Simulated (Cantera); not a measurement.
Aluminium nitride and oxide growth: Al(CH3)3 + N2 + H2

Input: 1 mol Al(CH3)3, 30 mol N2, 14 mol H2, held at 0.140 bar.

Method: chemical equilibrium by Gibbs-energy minimisation in Cantera with the NASA 1993 tables (ideal gas, pure condensed phases). Candidate condensed phases: Al, AlN, C, C6H6, C7H8, C8H18; 97 gas species. The feed counts by its element totals alone. Rates play no part.

From 898 K to 2198 K the condensed part is AlN(s) + C(graphite).

```json
[
 {"T (K)": "898", "log p N2": "-1.06", "log p H2": "-1.28", "log p Al": "<-12", "log p HCN": "-7.25", "log p H": "-10.60", "log p CH4": "-3.05", "log p HNC": "-10.44", "n AlN(s)": "1.00", "n C(graphite)": "2.70"},
 {"T (K)": "998", "log p N2": "-1.06", "log p H2": "-1.27", "log p Al": "<-12", "log p HCN": "-6.47", "log p H": "-9.30", "log p CH4": "-3.55", "log p HNC": "-9.30", "n AlN(s)": "1.00", "n C(graphite)": "2.90"},
 {"T (K)": "1098", "log p N2": "-1.06", "log p H2": "-1.27", "log p Al": "<-12", "log p HCN": "-5.83", "log p H": "-8.24", "log p CH4": "-3.98", "log p HNC": "-8.38", "n AlN(s)": "1.00", "n C(graphite)": "2.96"},
 {"T (K)": "1198", "log p N2": "-1.07", "log p H2": "-1.27", "log p Al": "<-12", "log p HCN": "-5.30", "log p H": "-7.36", "log p CH4": "-4.33", "log p HNC": "-7.61", "n AlN(s)": "1.00", "n C(graphite)": "2.98"},
 {"T (K)": "1298", "log p N2": "-1.07", "log p H2": "-1.27", "log p Al": "<-12", "log p HCN": "-4.86", "log p H": "-6.60", "log p CH4": "-4.64", "log p HNC": "-6.96", "n AlN(s)": "1.00", "n C(graphite)": "2.99"},
 {"T (K)": "1398", "log p N2": "-1.07", "log p H2": "-1.27", "log p Al": "-11.30", "log p HCN": "-4.48", "log p H": "-5.96", "log p CH4": "-4.90", "log p HNC": "-6.41", "n AlN(s)": "1.00", "n C(graphite)": "2.98"},
 {"T (K)": "1498", "log p N2": "-1.07", "log p H2": "-1.27", "log p Al": "-9.71", "log p HCN": "-4.15", "log p H": "-5.40", "log p CH4": "-5.12", "log p HNC": "-5.92", "n AlN(s)": "1.00", "n C(graphite)": "2.97"},
 {"T (K)": "1598", "log p N2": "-1.07", "log p H2": "-1.27", "log p Al": "-8.32", "log p HCN": "-3.86", "log p H": "-4.91", "log p CH4": "-5.32", "log p HNC": "-5.50", "n AlN(s)": "1.000", "n C(graphite)": "2.95"},
 {"T (K)": "1698", "log p N2": "-1.07", "log p H2": "-1.27", "log p Al": "-7.09", "log p HCN": "-3.61", "log p H": "-4.47", "log p CH4": "-5.50", "log p HNC": "-5.13", "n AlN(s)": "1.000", "n C(graphite)": "2.91"},
 {"T (K)": "1798", "log p N2": "-1.07", "log p H2": "-1.27", "log p Al": "-6.01", "log p HCN": "-3.38", "log p H": "-4.09", "log p CH4": "-5.65", "log p HNC": "-4.81", "n AlN(s)": "1.000", "n C(graphite)": "2.85"},
 {"T (K)": "1898", "log p N2": "-1.07", "log p H2": "-1.27", "log p Al": "-5.04", "log p HCN": "-3.18", "log p H": "-3.74", "log p CH4": "-5.79", "log p HNC": "-4.52", "n AlN(s)": "0.997", "n C(graphite)": "2.75"},
 {"T (K)": "1998", "log p N2": "-1.07", "log p H2": "-1.27", "log p Al": "-4.17", "log p HCN": "-3.01", "log p H": "-3.43", "log p CH4": "-5.92", "log p HNC": "-4.25", "n AlN(s)": "0.975", "n C(graphite)": "2.61"},
 {"T (K)": "2098", "log p N2": "-1.07", "log p H2": "-1.28", "log p Al": "-3.38", "log p HCN": "-2.85", "log p H": "-3.15", "log p CH4": "-6.04", "log p HNC": "-4.02", "n AlN(s)": "0.850", "n C(graphite)": "2.42"},
 {"T (K)": "2198", "log p N2": "-1.08", "log p H2": "-1.30", "log p Al": "-2.67", "log p HCN": "-2.71", "log p H": "-2.90", "log p CH4": "-6.17", "log p HNC": "-3.81", "n AlN(s)": "0.210", "n C(graphite)": "2.17"}
]
```
log p: log10 of the partial pressure in bar; n: condensed amount in mol.
